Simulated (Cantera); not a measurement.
Input (Python, Cantera) and output of one run.

```python
import numpy as np
import cantera as ct

gas_names = """
    B BCL BCL2 BCL3 BO BOCL BO2 B2 B2O B2O2 B2O3 B3O3CL3 CL CLO CL2 O O2 O3
""".split()
cond_names = """
    B(b) B(L) B2O3(L)
""".split()


# ... load() reads the species with a 1 bar reference pressure and builds the phases ...
atoms = {
    'B2O3': {'B': 2, 'O': 3},
    'BCl3': {'B': 1, 'CL': 3},
    'O2': {'O': 2},
}
top_T = {}  # K; cautious upper limits of use, not melting points


# ... equilibrate(T, P, feed) seeds the gas with the atoms and calls Mixture.equilibrate('TP', solver="vcs", rtol=1e-11, max_steps=5000) ...
results = []
feed = {'B2O3': 1, 'BCl3': 0.81, 'O2': 4.2}  # mol
P = 56  # Pa
for T in [998, 1048, 1098, 1148, 1198, 1248, 1298, 1348, 1398, 1448, 1498, 1548, 1598, 1648]:
    mix = equilibrate(T, P, feed)
    results.append((T, P, feed, dict(zip(mix.species_names, mix.species_moles))))
    x = sorted(zip(gas.X, gas.species_names), reverse=True)
    print(f"T = {T:g} K  P = {P:g} Pa  gas = {mix.phase_moles(0):.4g} mol")
    print("   x: " + "  ".join(f"{s} {v:.3e}" for v, s in x if v > 0.0001))
    print("   condensed (mol): " + ("  ".join(f"{mix.phase(i).name} {mix.phase_moles(i):.4g}"
          for i in range(1, mix.n_phases) if mix.phase_moles(i) > 1e-12) or "none"))
```

Output:

```
T = 998 K  P = 56 Pa  gas = 4.827 mol
   x: O2 7.443e-01  CL2 2.478e-01  CL 7.929e-03
   condensed (mol): B2O3(L) 1.405
T = 1048 K  P = 56 Pa  gas = 4.846 mol
   x: O2 7.413e-01  CL2 2.427e-01  CL 1.605e-02
   condensed (mol): B2O3(L) 1.405
T = 1098 K  P = 56 Pa  gas = 4.881 mol
   x: O2 7.360e-01  CL2 2.338e-01  CL 3.020e-02
   condensed (mol): B2O3(L) 1.405
T = 1148 K  P = 56 Pa  gas = 4.939 mol
   x: O2 7.274e-01  CL2 2.195e-01  CL 5.306e-02
   condensed (mol): B2O3(L) 1.405
T = 1198 K  P = 56 Pa  gas = 5.027 mol
   x: O2 7.147e-01  CL2 1.981e-01  CL 8.706e-02
   condensed (mol): B2O3(L) 1.405
T = 1248 K  P = 56 Pa  gas = 5.151 mol
   x: O2 6.974e-01  CL2 1.692e-01  CL 1.331e-01  BOCL 1.042e-04
   condensed (mol): B2O3(L) 1.404
T = 1298 K  P = 56 Pa  gas = 5.311 mol
   x: O2 6.764e-01  CL 1.886e-01  CL2 1.342e-01  B2O3 3.145e-04  BOCL 2.813e-04  CLO 1.212e-04
   condensed (mol): B2O3(L) 1.402
T = 1348 K  P = 56 Pa  gas = 5.496 mol
   x: O2 6.537e-01  CL 2.470e-01  CL2 9.716e-02  B2O3 1.193e-03  BOCL 6.674e-04  CLO 1.439e-04  BO2 1.391e-04
   condensed (mol): B2O3(L) 1.396
T = 1398 K  P = 56 Pa  gas = 5.687 mol
   x: O2 6.319e-01  CL 2.984e-01  CL2 6.365e-02  B2O3 4.093e-03  BOCL 1.397e-03  BO2 3.938e-04  CLO 1.586e-04
   condensed (mol): B2O3(L) 1.377
T = 1448 K  P = 56 Pa  gas = 5.883 mol
   x: O2 6.109e-01  CL 3.345e-01  CL2 3.789e-02  B2O3 1.284e-02  BOCL 2.606e-03  BO2 1.035e-03  CLO 1.629e-04
   condensed (mol): B2O3(L) 1.319
T = 1498 K  P = 56 Pa  gas = 6.143 mol
   x: O2 5.852e-01  CL 3.498e-01  B2O3 3.718e-02  CL2 2.063e-02  BOCL 4.387e-03  BO2 2.539e-03  CLO 1.561e-04  O 1.276e-04
   condensed (mol): B2O3(L) 1.155
T = 1548 K  P = 56 Pa  gas = 6.664 mol
   x: O2 5.392e-01  CL 3.378e-01  B2O3 1.001e-01  CL2 1.001e-02  BOCL 6.666e-03  BO2 5.804e-03  O 2.367e-04  CLO 1.360e-04
   condensed (mol): B2O3(L) 0.6961
T = 1598 K  P = 56 Pa  gas = 7.399 mol
   x: O2 4.846e-01  CL 3.111e-01  B2O3 1.806e-01  BO2 1.056e-02  BOCL 7.981e-03  CL2 4.597e-03  O 4.166e-04  CLO 1.120e-04
   condensed (mol): none
T = 1648 K  P = 56 Pa  gas = 7.423 mol
   x: O2 4.819e-01  CL 3.144e-01  B2O3 1.783e-01  BO2 1.428e-02  BOCL 7.589e-03  CL2 2.637e-03  O 7.427e-04  CLO 1.068e-04
   condensed (mol): none
```

Method: chemical equilibrium by Gibbs-energy minimisation in Cantera with the NASA 1993 tables (ideal gas, pure condensed phases). The tables' values for BOCl are old estimates; treat these amounts as uncertain.
